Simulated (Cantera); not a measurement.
Input: 1 mol SiC, 0.085 mol CO2, 9 mol H2, held at 1527 °C and 1 atm.

These are equilibrium values from Cantera (NASA tables, ideal gas, pure condensed phases), not measurements of a reactor. Candidate condensed phases: C, C6H6, C7H8, C8H18, H2O, Si, SiC, SiO2; 123 gas species. Kinetics and transport are ignored.

Q: What is the equilibrium state?

A: 
```json
{
 "x(H2)": "0.981",
 "x(CO)": "0.0138",
 "x(SiO)": "0.00467",
 "x(H)": "0.000352",
 "x(CH4)": "9.63e-5",
 "x(H2O)": "3.06e-5",
 "x(SiH2)": "5.51e-6",
 "x(C2H2 (acetylene))": "2.83e-6",
 "n(SiC(s))": "0.957 mol",
 "gas_amount": "9.170 mol",
 "log10 activity of Si(l) (absent)": "-0.73",
 "log10 activity of C(graphite) (absent)": "-0.89"
}
```
